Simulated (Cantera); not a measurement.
# Equilibrium for iron carbonyl, mercury and lead vapours: PbO + H2

Input: 1 mol PbO, 0.072 mol H2, held at 0.000960 bar.

Method: chemical equilibrium by Gibbs-energy minimisation in Cantera with the NASA 1993 tables (ideal gas, pure condensed phases). Candidate condensed phases: H2O, Pb, PbO, PbO2, Pb3O4; 12 gas species. Kinetics and transport are ignored.

| T (°C) | x H2O | x Pb | x H2 | x PbO | n Pb(s) | n PbO(red) | n Pb(l) | n PbO(yellow) |
|---|---|---|---|---|---|---|---|---|
| 302 | 1.000 | 9.99e-10 | 1.45e-5 | <1e-12 | 0.0720 | 0.928 | 0 | 0 |
| 327 | 1.000 | 5.37e-9 | 1.84e-5 | <1e-12 | 0.0720 | 0.928 | 0 | 0 |
| 352 | 1.000 | 2.43e-8 | 2.21e-5 | <1e-12 | 0 | 0.928 | 0.0720 | 0 |
| 377 | 1.000 | 9.75e-8 | 2.64e-5 | 4.09e-12 | 0 | 0.928 | 0.0720 | 0 |
| 402 | 1.000 | 3.52e-7 | 3.11e-5 | 2.85e-11 | 0 | 0.928 | 0.0720 | 0 |
| 427 | 1.000 | 1.16e-6 | 3.64e-5 | 1.73e-10 | 0 | 0.928 | 0.0720 | 0 |
| 452 | 1.000 | 3.51e-6 | 4.22e-5 | 9.19e-10 | 0 | 0.928 | 0.0720 | 0 |
| 477 | 1.000 | 9.87e-6 | 4.85e-5 | 4.37e-9 | 0 | 0.928 | 0.0720 | 0 |
| 502 | 1.000 | 2.59e-5 | 5.55e-5 | 1.87e-8 | 0 | 0 | 0.0720 | 0.928 |
| 527 | 1.000 | 6.40e-5 | 6.31e-5 | 7.29e-8 | 0 | 0 | 0.0720 | 0.928 |
| 552 | 1.000 | 0.000149 | 7.13e-5 | 2.61e-7 | 0 | 0 | 0.0720 | 0.928 |
x: gas mole fraction; n: condensed amount in mol.

From 302 °C to 327 °C the condensed part is Pb(s) + PbO(red). From 352 °C to 477 °C the condensed part is Pb(l) + PbO(red). From 502 °C to 552 °C the condensed part is Pb(l) + PbO(yellow).
